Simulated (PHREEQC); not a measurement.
A solution holds 0.00099 mol/kgw NiSO4, 0.29 mol/kgw H3BO3 and 0.027 mol/kgw HCl, at 35 °C. Closed to the air; pH follows from the charge balance.

Equilibrium calculation in PHREEQC: ion-association model, wateq4f.dat.

Each row changes one thing in this solution. This is a speciation only: nothing precipitates in the calculation.

| case | pH | ionic strength (mol/kgw) | HSO4- (mol/kgw) | SO4-2 (mol/kgw) | H2BO3- (mol/kgw) |
|---|---|---|---|---|---|
| as made | 1.64 | 0.0296 | 0.000616 | 0.000355 | 1.04e-8 |
| NiSO4 replaced by FeSO4 at the same molality | 1.64 | 0.0296 | 0.000613 | 0.000353 | 1.04e-8 |
| 0.13 mol/kgw HBr added | 0.90 | 0.159 | 0.000855 | 0.000133 | 2.35e-9 |
| diluted 10-fold with water | 2.60 | 0.00305 | 2.01e-5 | 7.79e-5 | 8.38e-9 |
| temperature from 35 to 65 °C | 1.64 | 0.0293 | 0.000764 | 0.000213 | 1.70e-8 |
| NiSO4 from 0.00099 to 0.000495 mol/kgw | 1.63 | 0.0283 | 0.000314 | 0.000177 | 1.03e-8 |
| diluted 100-fold with water | 3.58 | 0.000309 | 2.91e-7 | 9.59e-6 | 7.69e-9 |
| HCl left out | 4.87 | 0.00358 | 1.22e-6 | 0.000890 | 1.57e-5 |
| 0.19 mol/kgw NaCl added | 1.68 | 0.219 | 0.000429 | 0.000434 | 1.49e-8 |

Complexes and solids missing from the database can't appear. At this temperature some constants are extrapolated from 25 °C, and those without enthalpy data are left unchanged.
